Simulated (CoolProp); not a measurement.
Vapour-liquid equilibrium of ethanol (1) + hexamethyldisiloxane (MM) (2) at 0.823 MPa; x and y are mole fractions of (1).

Values from CoolProp's multi-fluid Helmholtz-energy mixture model, Schroeder 2014 and Thol 2016; pair parameters Bell 2016.

### Question
Give the bubble temperature and the first vapour's composition at x = 0.05, 0.2, 0.5. Is there an azeotrope?

### Answer
x = 0.05: 182.4 °C, y = 0.175; x = 0.2: 162.9 °C, y = 0.469; x = 0.5: 149.4 °C, y = 0.685. No azeotrope shows between x = 0.05 and 0.95.

Pair parameters are fitted to limited data, so mixtures are less certain than the pure fluids.
